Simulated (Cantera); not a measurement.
A Cantera script and its output.

```python
import numpy as np
import cantera as ct

gas = ct.Solution("gri30.yaml")
gas.TP = 300, 101325
flame = ct.CounterflowDiffusionFlame(gas, width=0.02)
flame.fuel_inlet.X, flame.fuel_inlet.T = {'CO': 1, 'H2': 0.37}, 550
flame.oxidizer_inlet.X, flame.oxidizer_inlet.T = {'O2': 0.22, 'N2': 0.78}, 773
flame.set_refine_criteria(ratio=3, slope=0.12, curve=0.24, prune=0.03)
show = ['OH', 'H', 'NO', 'CO']

rows = []
print(f"{'mdot':>8s}{'a_max':>10s}{'a_mean':>10s}{'Tmax/K':>9s}" + "".join(f"{s:>11s}" for s in show) + "   (peak mole fractions)")
for i, mdot in enumerate([0.61, 0.84, 1.2, 1.6, 2.2, 3, 4.2, 5.8]):  # kg/m2/s on the oxidiser side
    flame.oxidizer_inlet.mdot, flame.fuel_inlet.mdot = mdot, 0.87 * mdot
    flame.solve(loglevel=0, auto=(i == 0))
    if flame.T.max() < max(550, 773) + 100:
        print(f"{mdot:8.3g}  no burning solution found from the previous one")
        break
    dT = np.abs(np.gradient(flame.T, flame.grid))
    rows.append([flame.strain_rate("max"), flame.strain_rate("mean"), flame.T.max(),
                 *(flame.X[gas.species_index(s)].max() for s in show), max(dT[0], dT[-1]) / dT.max()])
    print(f"{mdot:8.3g}{rows[-1][0]:10.1f}{rows[-1][1]:10.1f}{rows[-1][2]:9.1f}" + "".join(f"{x:11.3e}" for x in rows[-1][3:-1]))
```

It prints:

```
    mdot     a_max    a_mean   Tmax/K         OH          H         NO         CO   (peak mole fractions)
    0.61     415.9     124.0   2308.1  1.380e-02  1.139e-02  2.966e-04  7.524e-01
    0.84     560.4     170.8   2261.0  1.390e-02  1.287e-02  2.078e-04  7.520e-01
     1.2     784.3     244.0   2208.2  1.392e-02  1.472e-02  1.422e-04  7.512e-01
     1.6    1029.8     325.3   2161.4  1.381e-02  1.627e-02  1.062e-04  7.505e-01
     2.2    1393.4     447.3   2111.8  1.363e-02  1.819e-02  8.114e-05  7.501e-01
       3    1869.9     609.9   2060.3  1.335e-02  2.014e-02  6.422e-05  7.504e-01
     4.2    2573.2     853.9   2002.7  1.300e-02  2.235e-02  5.185e-05  7.503e-01
     5.8    3496.8    1179.2   1944.5  1.245e-02  2.451e-02  4.265e-05  7.497e-01
```

Cantera simulation using GRI-Mech 3.0 (53 species, 325 reactions); the numbers are that mechanism's predictions, not measurements. The maximum strain rate includes the flame's own expansion and is several times the mean.
